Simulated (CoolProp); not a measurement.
Vapour-liquid equilibrium of cis-2-butene (1) + acetone (2) at 130.55 °C; x and y are mole fractions of (1).

Model: multi-fluid Helmholtz-energy mixture model, Lemmon 2005 and Lemmon 2006; pair parameters Bell 2016, in CoolProp.

Q: Give the bubble pressure and the first vapour's composition at x = 0.05, 0.875, 0.95. Is there an azeotrope?

A: x = 0.05: 9.220 bar, y = 0.181; x = 0.875: 24.00 bar, y = 0.905; x = 0.95: 24.66 bar, y = 0.959. No azeotrope shows between x = 0.05 and 0.95.

The pair parameters rest on a limited set of measurements; away from them the model extrapolates.
